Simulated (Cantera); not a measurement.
Input (Python, Cantera) and output of one run.

```python
import numpy as np
import cantera as ct

gas_names = [...]  # 113 gases of nasa_gas.yaml made of C, Cu, H, O
cond_names = """
    C(gr) C6H6(L) C7H8(L) C8H18(L),n-octa Cu(cr) Cu(L) CuO(s) CuO2H2(s) Cu2O(s) Cu2O(L) H2O(s) H2O(L)
""".split()


# ... load() reads the species with a 1 bar reference pressure and builds the phases ...
atoms = {
    'Cu2O': {'Cu': 2, 'O': 1},
    'CH4': {'C': 1, 'H': 4},
    'H2': {'H': 2},
}
top_T = {'C(gr)': 4500, 'CuO(s)': 1390}  # K; cautious upper limits of use, not melting points


# ... equilibrate(T, P, feed) seeds the gas with the atoms and calls Mixture.equilibrate('TP', solver="vcs", rtol=1e-11, max_steps=5000) ...
results = []
feed = {'Cu2O': 1, 'CH4': 0.68, 'H2': 0.12}  # mol
for P in [10, 32, 100, 320, 1000, 3200, 10000, 32000, 100000, 320000, 1000000]:
    for T in [1273, 1423, 1573, 1723, 1873, 2023, 2173, 2323, 2473, 2623]:
        mix = equilibrate(T, P, feed)
        results.append((T, P, feed, dict(zip(mix.species_names, mix.species_moles))))

for T, P, feed, n in results:
    print(f"{T:7g} {P:10.4g}  " + (" + ".join(c for c in cond_names if n.get(c, 0) > 1e-12) or "gas only"))
```

Output:

```
   1273         10  Cu(cr)
   1423         10  Cu(L)
   1573         10  Cu(L)
   1723         10  gas only
   1873         10  gas only
   2023         10  gas only
   2173         10  gas only
   2323         10  gas only
   2473         10  gas only
   2623         10  gas only
   1273         32  Cu(cr)
   1423         32  Cu(L)
   1573         32  Cu(L)
   1723         32  gas only
   1873         32  gas only
   2023         32  gas only
   2173         32  gas only
   2323         32  gas only
   2473         32  gas only
   2623         32  gas only
   1273        100  Cu(cr)
   1423        100  Cu(L)
   1573        100  Cu(L)
   1723        100  Cu(L)
   1873        100  gas only
   2023        100  gas only
   2173        100  gas only
   2323        100  gas only
   2473        100  gas only
   2623        100  gas only
   1273        320  Cu(cr)
   1423        320  Cu(L)
   1573        320  Cu(L)
   1723        320  Cu(L)
   1873        320  Cu(L)
   2023        320  gas only
   2173        320  gas only
   2323        320  gas only
   2473        320  gas only
   2623        320  gas only
   1273       1000  Cu(cr)
   1423       1000  Cu(L)
   1573       1000  Cu(L)
   1723       1000  Cu(L)
   1873       1000  Cu(L)
   2023       1000  gas only
   2173       1000  gas only
   2323       1000  gas only
   2473       1000  gas only
   2623       1000  gas only
   1273       3200  Cu(cr)
   1423       3200  Cu(L)
   1573       3200  Cu(L)
   1723       3200  Cu(L)
   1873       3200  Cu(L)
   2023       3200  Cu(L)
   2173       3200  gas only
   2323       3200  gas only
   2473       3200  gas only
   2623       3200  gas only
   1273      1e+04  Cu(cr)
   1423      1e+04  Cu(L)
   1573      1e+04  Cu(L)
   1723      1e+04  Cu(L)
   1873      1e+04  Cu(L)
   2023      1e+04  Cu(L)
   2173      1e+04  Cu(L)
   2323      1e+04  gas only
   2473      1e+04  gas only
   2623      1e+04  gas only
   1273    3.2e+04  Cu(cr)
   1423    3.2e+04  Cu(L)
   1573    3.2e+04  Cu(L)
   1723    3.2e+04  Cu(L)
   1873    3.2e+04  Cu(L)
   2023    3.2e+04  Cu(L)
   2173    3.2e+04  Cu(L)
   2323    3.2e+04  Cu(L)
   2473    3.2e+04  Cu(L)
   2623    3.2e+04  gas only
   1273      1e+05  Cu(cr)
   1423      1e+05  Cu(L)
   1573      1e+05  Cu(L)
   1723      1e+05  Cu(L)
   1873      1e+05  Cu(L)
   2023      1e+05  Cu(L)
   2173      1e+05  Cu(L)
   2323      1e+05  Cu(L)
   2473      1e+05  Cu(L)
   2623      1e+05  Cu(L)
   1273    3.2e+05  Cu(cr)
   1423    3.2e+05  Cu(L)
   1573    3.2e+05  Cu(L)
   1723    3.2e+05  Cu(L)
   1873    3.2e+05  Cu(L)
   2023    3.2e+05  Cu(L)
   2173    3.2e+05  Cu(L)
   2323    3.2e+05  Cu(L)
   2473    3.2e+05  Cu(L)
   2623    3.2e+05  Cu(L)
   1273      1e+06  Cu(cr)
   1423      1e+06  Cu(L)
   1573      1e+06  Cu(L)
   1723      1e+06  Cu(L)
   1873      1e+06  Cu(L)
   2023      1e+06  Cu(L)
   2173      1e+06  Cu(L)
   2323      1e+06  Cu(L)
   2473      1e+06  Cu(L)
   2623      1e+06  Cu(L)
```

These are equilibrium values from Cantera (NASA tables, ideal gas, pure condensed phases), not measurements of a reactor.
